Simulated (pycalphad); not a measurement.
Computed with pycalphad from the COST 507 light-alloy database (1999), at 1 atm. The database dates from 1999; later assessments differ in places, in temperatures and in the compounds included. Amounts are mole fractions of atoms. Kinetics are ignored, which matters at the lower temperatures.

Give the equilibrium state of Ti-8.131Hf-0.1023B (wt.%) at 1277 °C.


```
T = 1550.00 K, P = 101325 Pa, N = 1 mol of atoms
G = -88834 J/mol, H = 41479 J/mol, S = 84.07 J/(mol K)  (SER reference)
chemical potentials (J/mol): Ti -86656, Hf -158677, B -193736
phase             fraction      x(Ti)      x(Hf)       x(B)
BCC_A2              0.9941     0.9749     0.0232     0.0018
BM                  0.0059     0.4981     0.0019     0.5000
```

Give the equilibrium state of Ti-8.131Hf-0.1023B (wt.%) at 377 °C.

hcp, fraction 0.991, with 8.2 Hf, <0.01 B wt.%; BM, fraction 0.009, with 0.36 Hf, 18.4 B wt.%.

Database names, with the compositions (at.%) that they take in these runs: BM: Ti 50 B 50. BCC_A2 is bcc.
